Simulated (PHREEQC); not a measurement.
0.5 mol of Fluorite (CaF2) is brought to equilibrium with 1 kg of water holding 0.014 mol KCl, at several temperatures. Oxygen alone is held at its pressure in air (log pO2 = -0.68). CO2 from the air is kept out. Only these solids could form: Fluorite, Sylvite.

All values are PHREEQC results (ion-association model, phreeqc.dat), not measurements.

| T (°C) | pH | dissolved Ca (mol/kgw) | dissolved F (mol/kgw) |
|---|---|---|---|
| 10 | 7.33 | 0.000200 | 0.000401 |
| 18 | 7.19 | 0.000219 | 0.000438 |
| 26 | 7.07 | 0.000237 | 0.000473 |
| 34 | 6.97 | 0.000254 | 0.000507 |
| 42 | 6.87 | 0.000269 | 0.000538 |
| 50 | 6.78 | 0.000284 | 0.000567 |
| 58 | 6.71 | 0.000297 | 0.000594 |
| 66 | 6.64 | 0.000308 | 0.000617 |
| 74 | 6.58 | 0.000319 | 0.000637 |
| 82 | 6.53 | 0.000328 | 0.000655 |
| 90 | 6.49 | 0.000335 | 0.000670 |

Constants without temperature data keep their 25 °C values here.
